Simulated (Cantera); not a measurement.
**Ignition delay**

Mixture: 7.55 % CO, 1.28 % H2, 8.31 % CH4, 19.1 % O2, 55.4 % N2, 8.31 % H2O, at 140000 Pa, adiabatic and at constant volume. Ignition delay is the time to a rise of 400 K.

Computed with Cantera and GRI-Mech 3.0 (53 species, 325 reactions).

```json
[
 {"T0 (K)": "1223", "delay (ms)": "6.23"},
 {"T0 (K)": "1273", "delay (ms)": "3.73"},
 {"T0 (K)": "1323", "delay (ms)": "2.24"},
 {"T0 (K)": "1373", "delay (ms)": "1.37"},
 {"T0 (K)": "1423", "delay (ms)": "0.852"},
 {"T0 (K)": "1473", "delay (ms)": "0.542"},
 {"T0 (K)": "1523", "delay (ms)": "0.355"},
 {"T0 (K)": "1573", "delay (ms)": "0.239"}
]
```

- apparent activation energy between 1473 and 1573 K: 160 kJ/mol
